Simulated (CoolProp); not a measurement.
Computed with CoolProp (reference Helmholtz-energy equation of state, Tillner-Roth 1994).

**Question.** For R134a, give the phase and the cv (kJ/(kg K)), speed of sound (m/s), isothermal compressibility (1/MPa), expansivity (1/kK) at 206.7 K and 5190 kPa; 317 K and 5190 kPa; 427.4 K and 5190 kPa.

**Answer.** 
- 206.7 K and 5190 kPa: liquid; cv 0.808, speed of sound 958, isothermal compressibility 0.00108, expansivity 1.77
- 317 K and 5190 kPa: liquid; cv 0.934, speed of sound 473, isothermal compressibility 0.00597, expansivity 3.36
- 427.4 K and 5190 kPa: supercritical; cv 1.06, speed of sound 149, isothermal compressibility 0.296, expansivity 8.36
